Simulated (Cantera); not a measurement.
Feed: 1 mol C3H6, 69 mol H2, 0.011 mol NH3, held at 1 atm.

These are equilibrium values from Cantera (NASA tables, ideal gas, pure condensed phases), not measurements of a reactor. Candidate condensed phases: C, C6H6, C7H8, C8H18; 92 gas species. Kinetics and transport are ignored.

**Question.** Which condensed phases are stable at each of these points (T (K)): 848, 998, 1148, 1298, 1448, 1598, 1748, 1898, 2048, 2198, 2348, 2498, 2648?

**Answer.** 
```csv
T (K),condensed phases,C condensed (%)
848,gas only,0.0
998,gas only,0.0
1148,C(graphite),46.0
1298,C(graphite),81.1
1448,C(graphite),91.9
1598,C(graphite),95.8
1748,C(graphite),97.1
1898,C(graphite),96.6
2048,C(graphite),93.8
2198,C(graphite),86.8
2348,C(graphite),73.0
2498,C(graphite),48.2
2648,C(graphite),7.4
```

From 848 K to 998 K nothing is condensed. From 1148 K to 2648 K the condensed part is C(graphite).
